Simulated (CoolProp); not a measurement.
Saturation properties of R1233zd(E) (Tc = 438.9 K, pc = 3583 kPa, ω = 0.304).

Computed with CoolProp (reference Helmholtz-energy equation of state, Akasaka 2022).

```json
[
 {"T (K)": "286.1", "p (kPa)": "83.02", "liquid density (kg/m³)": "1292", "vapour density (kg/m³)": "4.724", "enthalpy of vaporisation (kJ/kg)": "196.8", "liquid cp (kJ/(kg K))": "1.161"},
 {"T (K)": "299.8", "p (kPa)": "138.2", "liquid density (kg/m³)": "1259", "vapour density (kg/m³)": "7.629", "enthalpy of vaporisation (kJ/kg)": "190.1", "liquid cp (kJ/(kg K))": "1.190"},
 {"T (K)": "313.4", "p (kPa)": "217.8", "liquid density (kg/m³)": "1225", "vapour density (kg/m³)": "11.75", "enthalpy of vaporisation (kJ/kg)": "183.0", "liquid cp (kJ/(kg K))": "1.220"},
 {"T (K)": "327.1", "p (kPa)": "329.9", "liquid density (kg/m³)": "1189", "vapour density (kg/m³)": "17.52", "enthalpy of vaporisation (kJ/kg)": "175.2", "liquid cp (kJ/(kg K))": "1.253"},
 {"T (K)": "340.8", "p (kPa)": "481.4", "liquid density (kg/m³)": "1152", "vapour density (kg/m³)": "25.36", "enthalpy of vaporisation (kJ/kg)": "166.8", "liquid cp (kJ/(kg K))": "1.290"},
 {"T (K)": "354.5", "p (kPa)": "680.5", "liquid density (kg/m³)": "1111", "vapour density (kg/m³)": "35.91", "enthalpy of vaporisation (kJ/kg)": "157.4", "liquid cp (kJ/(kg K))": "1.334"},
 {"T (K)": "368.2", "p (kPa)": "936.1", "liquid density (kg/m³)": "1067", "vapour density (kg/m³)": "50.02", "enthalpy of vaporisation (kJ/kg)": "146.9", "liquid cp (kJ/(kg K))": "1.386"},
 {"T (K)": "381.8", "p (kPa)": "1255", "liquid density (kg/m³)": "1018", "vapour density (kg/m³)": "68.84", "enthalpy of vaporisation (kJ/kg)": "134.9", "liquid cp (kJ/(kg K))": "1.454"},
 {"T (K)": "395.5", "p (kPa)": "1653", "liquid density (kg/m³)": "962.5", "vapour density (kg/m³)": "94.80", "enthalpy of vaporisation (kJ/kg)": "120.8", "liquid cp (kJ/(kg K))": "1.554"},
 {"T (K)": "409.2", "p (kPa)": "2140", "liquid density (kg/m³)": "896.0", "vapour density (kg/m³)": "131.9", "enthalpy of vaporisation (kJ/kg)": "103.5", "liquid cp (kJ/(kg K))": "1.727"},
 {"T (K)": "422.9", "p (kPa)": "2731", "liquid density (kg/m³)": "808.3", "vapour density (kg/m³)": "190.7", "enthalpy of vaporisation (kJ/kg)": "80.36", "liquid cp (kJ/(kg K))": "2.161"}
]
```

It boils at 291.3 K under 1 atm.
